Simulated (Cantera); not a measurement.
A counterflow diffusion flame at 0.600 bar, nozzles 20 mm apart: fuel side 79.4 % H₂, 20.6 % N₂ at 325 K, oxidiser side 24.0 % O₂, 76.0 % N₂ at 650 K, fuel mass flux 0.69 times the oxidiser's; mixture-averaged transport, no radiation.

Cantera simulation using the H2/O2 subset of GRI-Mech 3.0, which has no nitrogen chemistry; the numbers are that mechanism's predictions, not measurements. The maximum strain rate includes the flame's own expansion and is several times the mean.

x: mole fraction; the columns are a selection and need not sum to one.

```
oxidiser flux (kg/m²/s)  max strain (1/s)  mean strain (1/s)  T max (K)  peak x OH  peak x H  peak x H₂O  peak x HO₂
-----------------------  ----------------  -----------------  ---------  ---------  --------  ----------  ----------
0.36                                  505                132       2356     0.0248       ___       0.286     4.88e-5
0.6                                   796                220       2270     0.0247       ___       0.281     6.44e-5
0.99                                 1250                362       2174     0.0238       ___       0.277     8.06e-5
1.7                                  2060                622       2061     0.0222       ___       0.272     9.74e-5
2.7                                  3150                988       1968     0.0208       ___       0.268    0.000112
4.6                                  5180               1680       1858     0.0187       ___       0.263    0.000128
7.6                                  8250               2780       1747     0.0161       ___       0.256    0.000143
```

**Question.** What belongs in the gaps?

**Answer.** 
- 0.36, peak x H: 0.0254
- 0.6, peak x H: 0.0300
- 0.99, peak x H: 0.0350
- 1.7, peak x H: 0.0407
- 2.7, peak x H: 0.0460
- 4.6, peak x H: 0.0522
- 7.6, peak x H: 0.0569
